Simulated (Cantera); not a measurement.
An adiabatic, constant-pressure homogeneous reactor starts with CH4 : C2H6 : O2 : N2 = 1 : 0.041 : 4.56 : 17.1 (molar parts), equivalence ratio 0.47, at 1373 K and 0.711 atm. Integrator tolerance rtol = 1e-08.

Computed with Cantera and GRI-Mech 3.0 (53 species, 325 reactions).

What does this change do: pressure from 0.711 atm to 0.454 atm?


| quantity | before | after |
|---|---|---|
| time of steepest temperature rise | 1.70 ms | 2.27 ms |
| temperature at 0.500 s | 2285 K | 2277 K |
| equilibrium temperature | 2285 K | 2277 K |
| x(CH4) at 0.500 s | <1e-12 (gas-phase equilibrium <1e-12) | <1e-12 (gas-phase equilibrium <1e-12) |
| x(C2H6) at 0.500 s | <1e-12 (gas-phase equilibrium <1e-12) | <1e-12 (gas-phase equilibrium <1e-12) |
| x(O2) at 0.500 s | 0.0998 (gas-phase equilibrium 0.0998) | 0.0999 (gas-phase equilibrium 0.0998) |
| x(HCO) at 0.500 s | 7.00e-11 (gas-phase equilibrium 6.99e-11) | 7.04e-11 (gas-phase equilibrium 7.01e-11) |
| x(CO2) at 0.500 s | 0.0456 (gas-phase equilibrium 0.0456) | 0.0453 (gas-phase equilibrium 0.0453) |

What does this change do: pressure from 0.711 atm to 5.33 atm?


| quantity | before | after |
|---|---|---|
| time of steepest temperature rise | 1.70 ms | 0.423 ms |
| temperature at 0.500 s | 2285 K | 2309 K |
| equilibrium temperature | 2285 K | 2309 K |
| x(CH4) at 0.500 s | <1e-12 (gas-phase equilibrium <1e-12) | <1e-12 (gas-phase equilibrium <1e-12) |
| x(C2H6) at 0.500 s | <1e-12 (gas-phase equilibrium <1e-12) | <1e-12 (gas-phase equilibrium <1e-12) |
| x(O2) at 0.500 s | 0.0998 (gas-phase equilibrium 0.0998) | 0.0999 (gas-phase equilibrium 0.0999) |
| x(HCO) at 0.500 s | 7.00e-11 (gas-phase equilibrium 6.99e-11) | 5.94e-11 (gas-phase equilibrium 5.94e-11) |
| x(CO2) at 0.500 s | 0.0456 (gas-phase equilibrium 0.0456) | 0.0467 (gas-phase equilibrium 0.0467) |
